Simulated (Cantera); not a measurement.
Premixed flame

A freely propagating, adiabatic, planar premixed flame of H₂ : O₂ : N₂ = 1 : 0.333 : 1.6 (molar parts), equivalence ratio 1.5, unburnt at 550 K and 255 Torr; mixture-averaged transport, grid criteria slope 0.08 and curve 0.16, no radiation.

Detailed kinetics in Cantera: the H2/O2 subset of GRI-Mech 3.0, which has no nitrogen chemistry. Burning velocities carry a grid error of a few per cent, more on coarse grids.

| z (mm) | T (K) | u (m/s) | x H₂ | x O₂ | x H₂O | x OH | x O | x H₂O₂ |
|---|---|---|---|---|---|---|---|---|
| -5.66 | 550 | 5.69 | 0.341 | 0.114 | <1e-8 | <1e-8 | <1e-8 | <1e-8 |
| -3.78 | 550 | 5.69 | 0.341 | 0.114 | <1e-8 | <1e-8 | <1e-8 | <1e-8 |
| -2.83 | 550 | 5.69 | 0.341 | 0.114 | <1e-8 | <1e-8 | <1e-8 | <1e-8 |
| -1.89 | 550 | 5.69 | 0.341 | 0.114 | 3.64e-8 | <1e-8 | <1e-8 | <1e-8 |
| -0.944 | 565 | 5.83 | 0.338 | 0.113 | 0.000834 | 5.70e-5 | 1.03e-5 | 2.07e-6 |
| -0.472 | 747 | 7.58 | 0.310 | 0.108 | 0.0166 | 0.000454 | 0.000258 | 3.53e-6 |
| 0 | 1142 | 11.3 | 0.195 | 0.0663 | 0.105 | 0.00234 | 0.00453 | 8.94e-7 |
| 0.472 | 1401 | 13.7 | 0.106 | 0.0151 | 0.201 | 0.00503 | 0.00605 | 7.98e-7 |
| 0.944 | 1508 | 14.6 | 0.0951 | 0.00650 | 0.218 | 0.00610 | 0.00513 | 6.34e-7 |
| 1.89 | 1626 | 15.7 | 0.0992 | 0.00454 | 0.224 | 0.00710 | 0.00442 | 4.30e-7 |
| 3.78 | 1753 | 16.7 | 0.105 | 0.00336 | 0.229 | 0.00770 | 0.00346 | 2.44e-7 |
| 7.55 | 1880 | 17.8 | 0.110 | 0.00221 | 0.235 | 0.00759 | 0.00236 | 1.27e-7 |
| 15.1 | 1994 | 18.7 | 0.115 | 0.00126 | 0.241 | 0.00668 | 0.00138 | 6.53e-8 |
x: mole fraction of selected species; z is measured from the peak of heat release.

```
Property                    Result
------------------------  --------
laminar burning velocity  569 cm/s
thermal thickness          1.89 mm
peak x(OH)                 0.00775
peak x(O)                  0.00642
peak x(H₂O₂)               4.59e-6
grid points                    141
```
